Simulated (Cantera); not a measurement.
Cantera run, input and output.

```python
import numpy as np
import cantera as ct

gas = ct.Solution("gri30.yaml")
gas.TPX = 1523, 36000, {'NO': 1, 'N2': 0.19}
reactor = ct.IdealGasConstPressureReactor(gas, energy="off", clone=False)
net = ct.ReactorNet([reactor])
net.rtol, net.atol = 1e-08, 1e-18
show = ['NO', 'NO2', 'O', 'O2', 'N2', 'N2O']
times = np.geomspace(9e-06, 80, 12)

steps = ct.SolutionArray(gas, extra=["t"])
rows = []
print(f"{'t/s':>10s}{'T/K':>9s}{'P/Pa':>11s}" + "".join(f"{s:>11s}" for s in show))
for t in times:
    while net.time < t:
        t_next = net.step()
        steps.append(gas.state, t=t_next)
    rows.append([np.interp(t, steps.t, y) for y in (steps.T, steps.P, *steps(*show).X.T)])
    print(f"{t:10.3e}{rows[-1][0]:9.1f}{rows[-1][1]:11.4g}" + "".join(f"{x:11.3e}" for x in rows[-1][2:]))
rate = np.gradient(steps.T, steps.t)
print("integrator steps:", len(steps.t))
if steps.T.max() > steps.T[0] + 200:
    print(f"time of steepest temperature rise: {steps.t[rate.argmax()]:.4e} s")
gas.TPX = 1523, 36000, {'NO': 1, 'N2': 0.19}
gas.equilibrate("TP")
print(f"equilibrium (TP): T = {gas.T:.1f} K  " + "  ".join(f"{s} {gas[s].X[0]:.3e}" for s in show))
```

Output:

```
       t/s      T/K       P/Pa         NO        NO2          O         O2         N2        N2O
 9.000e-06   1523.0    3.6e+04  8.403e-01  2.775e-09  2.539e-08  2.654e-12  1.597e-01  2.816e-08
 3.854e-05   1523.0    3.6e+04  8.403e-01  4.119e-08  7.946e-08  3.982e-11  1.597e-01  1.206e-07
 1.651e-04   1523.0    3.6e+04  8.403e-01  3.856e-07  1.314e-07  4.082e-10  1.597e-01  5.160e-07
 7.069e-04   1523.0    3.6e+04  8.403e-01  2.082e-06  1.379e-07  3.160e-09  1.597e-01  2.202e-06
 3.028e-03   1523.0    3.6e+04  8.403e-01  9.459e-06  1.538e-07  3.462e-08  1.597e-01  9.287e-06
 1.297e-02   1523.0    3.6e+04  8.402e-01  4.240e-05  2.211e-07  6.822e-07  1.597e-01  3.726e-05
 5.553e-02   1523.0    3.6e+04  8.399e-01  1.795e-04  4.635e-07  2.266e-05  1.597e-01  1.228e-04
 2.378e-01   1523.0    3.6e+04  8.387e-01  3.590e-04  7.413e-07  4.531e-04  1.602e-01  2.239e-04
 1.018e+00   1523.0    3.6e+04  8.338e-01  4.433e-04  8.872e-07  2.836e-03  1.627e-01  2.305e-04
 4.362e+00   1523.0    3.6e+04  8.135e-01  6.699e-04  1.297e-06  1.283e-02  1.728e-01  2.184e-04
 1.868e+01   1523.0    3.6e+04  7.365e-01  1.101e-03  2.235e-06  5.099e-02  2.112e-01  1.771e-04
 8.000e+01   1523.0    3.6e+04  5.226e-01  1.353e-03  3.751e-06  1.578e-01  3.182e-01  8.767e-05
integrator steps: 916
equilibrium (TP): T = 1523.0 K  NO 1.664e-03  NO2 7.029e-06  O 5.991e-06  O2 4.193e-01  N2 5.790e-01  N2O 5.212e-08
```

Cantera simulation using GRI-Mech 3.0 (53 species, 325 reactions); the numbers are that mechanism's predictions, not measurements.
